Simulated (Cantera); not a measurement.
A Cantera script and what it prints.

```python
import numpy as np
import cantera as ct

gas_names = """
    AL ALBr ALBr3 ALN ALO ALO2 AL2 AL2Br6 AL2O AL2O2 Br Br2 N NO NO2 NO3 N2 N2O O O2 O3
""".split()
cond_names = """
    AL(cr) AL(L) ALBr3(s) ALBr3(L) ALN(s) AL2O3(a) AL2O3(L) Br2(cr) Br2(L)
""".split()


# ... load() reads the species with a 1 bar reference pressure and builds the phases ...
atoms = {
    'AlBr3': {'AL': 1, 'Br': 3},
    'O2': {'O': 2},
    'N2': {'N': 2},
}
top_T = {'ALN(s)': 2750}  # K; cautious upper limits of use, not melting points


# ... equilibrate(T, P, feed) seeds the gas with the atoms and calls Mixture.equilibrate('TP', solver="vcs", rtol=1e-11, max_steps=5000) ...
results = []
T = 1400  # K
P = 900  # Pa
for m in [3.4, 7.5, 16, 36, 80, 180, 390]:
    feed = {'AlBr3': 1, 'O2': 1, 'N2': m}  # mol
    mix = equilibrate(T, P, feed)
    results.append((T, P, feed, dict(zip(mix.species_names, mix.species_moles))))
    x = sorted(zip(gas.X, gas.species_names), reverse=True)
    print(f"T = {T:g} K  P = {P:g} Pa  n(N2) = {m:g} mol  gas = {mix.phase_moles(0):.4g} mol")
    print("   x: " + "  ".join(f"{s} {v:.3e}" for v, s in x if v > 1e-05))
    print("   condensed (mol): " + ("  ".join(f"{mix.phase(i).name} {mix.phase_moles(i):.4g}"
          for i in range(1, mix.n_phases) if mix.phase_moles(i) > 1e-12) or "none"))
```

It prints:

```
T = 1400 K  P = 900 Pa  n(N2) = 3.4 mol  gas = 6.361 mol
   x: N2 5.344e-01  Br 3.806e-01  Br2 4.550e-02  O2 3.917e-02  NO 2.577e-04
   condensed (mol): AL2O3(a) 0.5
T = 1400 K  P = 900 Pa  n(N2) = 7.5 mol  gas = 10.55 mol
   x: N2 7.108e-01  Br 2.463e-01  O2 2.358e-02  Br2 1.905e-02  NO 2.306e-04
   condensed (mol): AL2O3(a) 0.5
T = 1400 K  P = 900 Pa  n(N2) = 16 mol  gas = 19.13 mol
   x: N2 8.365e-01  Br 1.439e-01  O2 1.298e-02  Br2 6.499e-03  NO 1.856e-04
   condensed (mol): AL2O3(a) 0.5
T = 1400 K  P = 900 Pa  n(N2) = 36 mol  gas = 39.18 mol
   x: N2 9.187e-01  Br 7.320e-02  O2 6.312e-03  Br2 1.683e-03  NO 1.356e-04
   condensed (mol): AL2O3(a) 0.5
T = 1400 K  P = 900 Pa  n(N2) = 80 mol  gas = 83.22 mol
   x: N2 9.613e-01  Br 3.527e-02  O2 2.956e-03  Br2 3.906e-04  NO 9.496e-05
   condensed (mol): AL2O3(a) 0.5
T = 1400 K  P = 900 Pa  n(N2) = 180 mol  gas = 183.2 mol
   x: N2 9.823e-01  Br 1.621e-02  O2 1.332e-03  Br2 8.250e-05  NO 6.443e-05
   condensed (mol): AL2O3(a) 0.5
T = 1400 K  P = 900 Pa  n(N2) = 390 mol  gas = 393.2 mol
   x: N2 9.917e-01  Br 7.593e-03  O2 6.136e-04  NO 4.394e-05  Br2 1.810e-05
   condensed (mol): AL2O3(a) 0.5
```

Cantera equilibrium calculation (NASA polynomials, part measured and part estimated; ideal gas, pure solids and liquids).
